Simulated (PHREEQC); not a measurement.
Dissolve 0.18 mol/kgw HF, 0.014 mol/kgw NaF and 0.26 mol/kgw H3PO4 at 25 °C. Closed to the air; pH follows from the charge balance.

Computed with PHREEQC (ion-association model, wateq4f.dat).

| quantity | before | after |
|---|---|---|
| pH | 1.46 | 1.48 |
| ionic strength (mol/kgw) | 0.0547 | 0.0532 |
| H3PO4 (mol/kgw) | 0.209 | 0.208 |
| HF (mol/kgw) | 0.117 | 0.0402 |
| H2PO4- (mol/kgw) | 0.0506 | 0.0520 |

What was changed between the two runs?
A) diluted 100-fold with water
B) 0.016 mol/kgw NaHCO3 added
C) temperature from 25 to 40 °C
D) NaF from 0.014 to 0.0028 mol/kgw
E) HF from 0.18 to 0.036 mol/kgw

E, HF from 0.18 to 0.036 mol/kgw

This is a speciation only: nothing precipitates in the calculation. wateq4f.dat counts part of the HF as a dimer, H2F2, which phreeqc.dat doesn't know; its constant is uncertain. H3PO4, which wateq4f.dat lacks, is added to it with the constant of phreeqc.dat.
